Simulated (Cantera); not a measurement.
A perfectly stirred reactor is fed with NO : N₂ = 1 : 0.12 (molar parts), at 750 Torr; it is held at 1800 K, and followed from long to short residence time.

Computed with Cantera and GRI-Mech 3.0 (53 species, 325 reactions).

Task: What does this change do: temperature 1800 to 2000 K?

Result: 
```json
[
 {"quantity": "x(NO) at τ = 1.70 s", "before": "0.583", "after": "0.249"},
 {"quantity": "x(O) at τ = 1.70 s", "before": "4.96e-5", "after": "0.000385"},
 {"quantity": "x(O₂) at τ = 1.70 s", "before": "0.154", "after": "0.321"},
 {"quantity": "x(N₂O) at τ = 1.70 s", "before": "0.000136", "after": "2.60e-5"},
 {"quantity": "x(N₂) at τ = 1.70 s", "before": "0.262", "after": "0.429"},
 {"quantity": "x(NO) at τ = 63.0 ms", "before": "0.870", "after": "0.780"},
 {"quantity": "x(O) at τ = 63.0 ms", "before": "1.86e-5", "after": "0.000182"},
 {"quantity": "x(O₂) at τ = 63.0 ms", "before": "0.0110", "after": "0.0557"},
 {"quantity": "x(N₂O) at τ = 63.0 ms", "before": "0.000307", "after": "0.000273"},
 {"quantity": "x(N₂) at τ = 63.0 ms", "before": "0.118", "after": "0.163"}
]
```

Task: What does this change do: 0.06 parts H2O added?

Result: 
```tsv
quantity	before	after
x(NO) at τ = 1.70 s	0.583	0.559
x(O) at τ = 1.70 s	4.96e-5	4.74e-5
x(O₂) at τ = 1.70 s	0.154	0.143
x(N₂O) at τ = 1.70 s	0.000136	9.81e-5
x(N₂) at τ = 1.70 s	0.262	0.246
x(NO) at τ = 63.0 ms	0.870	0.826
x(O) at τ = 63.0 ms	1.86e-5	1.54e-5
x(O₂) at τ = 63.0 ms	0.0110	0.00999
x(N₂O) at τ = 63.0 ms	0.000307	0.000216
x(N₂) at τ = 63.0 ms	0.118	0.112
```
